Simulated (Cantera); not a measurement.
Feed: 1 mol CH4, 0.1 mol H2O, held at 1073.15 K and 31.0 bar.

Cantera equilibrium calculation (NASA polynomials, part measured and part estimated; ideal gas, pure solids and liquids). Candidate condensed phases: C, C6H6, C7H8, C8H18, H2O; 110 gas species. The ideal-gas law is rough above about 30 bar. Rates play no part.

Base state: H2 0.532, CH4 0.403, H2O 0.0425, CO 0.0199, CO2 0.00172, C2H6 9.83e-5 (mole fractions); condensed: C(graphite).

### Question
What changes in the equilibrium state with this change: pressure from 31.0 bar to 22.0 Pa?

### Answer
| species | before | after |
|---|---|---|
| H2 | 0.532 | 0.955 |
| CO | 0.0199 | 0.0455 |
| CH4 | 0.403 | 9.20e-6 |
| H2O | 0.0425 | 1.24e-6 |
| C2H6 | 9.83e-5 | <1e-9 |
| CO2 | 0.00172 | 6.38e-8 |
| C(graphite), mol | 0.354 | 0.900 |

### Question
What changes in the equilibrium state with this change: temperature from 1073.15 K to 2273.15 K?

### Answer
```
species            before    after
----------------  -------  -------
H2                  0.532    0.943
CO                 0.0199   0.0457
CH4                 0.403  0.00622
H2O                0.0425  6.04e-5
C2H2 (acetylene)  3.84e-9  0.00356
H                 1.84e-9  0.00147
C(graphite), mol    0.354    0.870
```
